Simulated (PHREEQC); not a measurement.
Dissolve 0.0069 mol HCl, 0.0045 mol NaHCO3 and 0.093 mol NaCl per kg of water at 25 °C. Closed to the air; pH follows from the charge balance.

All values are PHREEQC results (ion-association model, phreeqc.dat), not measurements.

Each row changes one thing in this solution. Precipitation was switched off in this run.

| case | pH | SI of Halite (NaCl) |
|---|---|---|
| as made | 2.70 | -3.80 |
| NaCl from 0.093 to 0.465 mol/kgw | 2.73 | -2.55 |
| diluted 100-fold with water | 4.62 | -7.61 |
| diluted 5-fold with water | 3.37 | -5.10 |
| NaHCO3 replaced by Na2SiO3 at the same molality | 9.63 | -3.78 |
| NaCl left out | 2.65 | -6.15 |
| 0.026 mol/kgw CO2 added | 2.70 | -3.80 |
| NaHCO3 left out | 2.24 | -3.82 |

Species that the database lacks are ignored. Some of these states are supersaturated (in SiO2(a), Quartz (slow to form), for instance).
